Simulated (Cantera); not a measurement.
A closed system holds: 1 mol SiC, 0.0066 mol O2, 60 mol N2, equilibrated at 1600 K and 71.0 Pa.

Cantera equilibrium calculation (NASA polynomials, part measured and part estimated; ideal gas, pure solids and liquids). Candidate condensed phases: C, Si, SiC, SiO2, Si2N2O, Si3N4; 34 gas species. Equilibrium is a limit: real reactors are often held back by kinetics, nucleation or transport.

Base state: N2 1.000, CO 0.000122, SiO 9.75e-5, Si 2.39e-5 (mole fractions); condensed: SiC(s).

Task: What changes in the equilibrium state with this change: temperature from 1600 K to 2223.15 K?

Result: 
| species | before | after |
|---|---|---|
| N2 | 1.000 | 0.983 |
| Si | 2.39e-5 | 0.0144 |
| SiC2 | <1e-9 | 0.00151 |
| CN | 1.84e-9 | 0.000288 |
| C2N2 | <1e-9 | 1.18e-5 |
| Si2C | 7.60e-8 | 0.000177 |
| SiO | 9.75e-5 | 6.18e-7 |
| SiC(s), mol | 0.993 | 0 |
| C(graphite), mol | 0 | 0.771 |
The tables' values for SiN are old estimates; treat these amounts as uncertain.
